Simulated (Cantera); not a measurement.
An adiabatic, constant-volume homogeneous reactor starts with 12.6 % CH4, 2.90 % CO, 17.8 % O2, 66.8 % N2, at 1475 K and 101000 Pa.

Detailed kinetics in Cantera: GRI-Mech 3.0 (53 species, 325 reactions).

x: mole fraction; the columns are a selection and need not sum to one.

| t (s) | T (K) | P (bar) | x CH4 | x CO | x O2 | x H2O | x CH2CO |
|---|---|---|---|---|---|---|---|
| 2.00e-6 | 1475 | 1.01 | 0.126 | 0.0290 | 0.178 | 3.19e-8 | <1e-12 |
| 5.91e-6 | 1475 | 1.01 | 0.126 | 0.0290 | 0.178 | 1.43e-7 | 1.60e-12 |
| 1.75e-5 | 1475 | 1.01 | 0.126 | 0.0290 | 0.178 | 6.76e-7 | 1.54e-11 |
| 5.16e-5 | 1475 | 1.01 | 0.126 | 0.0290 | 0.178 | 4.20e-6 | 1.60e-10 |
| 0.000152 | 1475 | 1.01 | 0.126 | 0.0290 | 0.178 | 3.20e-5 | [?] |
| 0.000451 | 1476 | 1.01 | 0.125 | 0.0290 | 0.177 | 0.000299 | [?] |
| 0.00133 | 1506 | 1.04 | 0.120 | 0.0299 | 0.174 | 0.00443 | [?] |
| 0.00393 | 2911 | 2.20 | <1e-12 | 0.107 | 0.00263 | 0.147 | <1e-12 |
| 0.0116 | 2911 | 2.20 | <1e-12 | 0.107 | 0.00263 | 0.147 | <1e-12 |
| 0.0344 | 2911 | 2.20 | <1e-12 | 0.107 | 0.00263 | 0.147 | <1e-12 |
| 0.102 | 2911 | 2.20 | <1e-12 | 0.107 | 0.00263 | 0.147 | <1e-12 |
| 0.300 | 2911 | 2.20 | <1e-12 | 0.107 | 0.00263 | 0.147 | <1e-12 |

### Question
Fill in the missing entries.

### Answer

- 0.000152, x CH2CO: 1.94e-9
- 0.000451, x CH2CO: 4.57e-8
- 0.00133, x CH2CO: 8.73e-6
